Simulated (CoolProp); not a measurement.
Saturated liquid density (kg/m³) of hydrogen chloride: the reference equation beside estimates from Tc = 324.7 K, pc = 8314 kPa, ω = 0.130. Rackett uses Z = 0.29056 − 0.08775 ω.

Values from CoolProp's reference Helmholtz-energy equation of state, Thol 2018.

```csv
T (K),reference,Rackett,Redlich-Kwong,Soave-Redlich-Kwong,Peng-Robinson
213.1,___,1030,970.5,983.2,1112
221.9,1096,1008,945.3,959.3,1086
230.8,___,984.3,___,933.4,___
239.6,1045,960.2,889.9,906.1,___
248.4,1017,934.9,859.8,876.8,___
257.3,986.7,907.8,827.1,844.8,958.3
266.1,955.0,879.3,792.4,810.5,919.4
274.9,920.7,848.6,754.8,___,876.4
```

Task: Some entries are withheld; supply them.

Result: 
- 213.1, reference: 1121
- 230.8, reference: 1071
- 230.8, Redlich-Kwong: 918.3
- 230.8, Peng-Robinson: 1057
- 239.6, Peng-Robinson: 1027
- 248.4, Peng-Robinson: 994.4
- 274.9, Soave-Redlich-Kwong: 772.9

Absolute difference from the reference over all 8 rows, mean and median: Rackett 8.0 and 8.1 %, Redlich-Kwong 15.4 and 15.1 %, Soave-Redlich-Kwong 13.8 and 13.5 %, Peng-Robinson 2.3 and 2.0 %.
